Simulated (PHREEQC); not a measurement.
Dissolve 0.0088 mol NH4HF2, 0.15 mol H2SiF6, 0.00024 mol H3BO3 and 0.042 mol H2SO4 per kg of water at 20 °C. Closed to the air; pH follows from the charge balance.

All values are PHREEQC results (ion-association model, phreeqc.dat), not measurements.

Precipitation was switched off in this run.

Predict the pH, activity of water, ionic strength.

pH 0.59; activity of water 0.991; ionic strength 0.503 mol/kgw.

In which forms is N present?

NH4+ 99 %, NH4SO4- 1.2 % of the N.

Saturation is exceeded, for instance for Quartz (slow to form); the values hold only as long as no solid forms. SiF6-2 is the database's only silicon fluoride. Real BF4- forms and hydrolyses slowly; the run takes it at equilibrium.
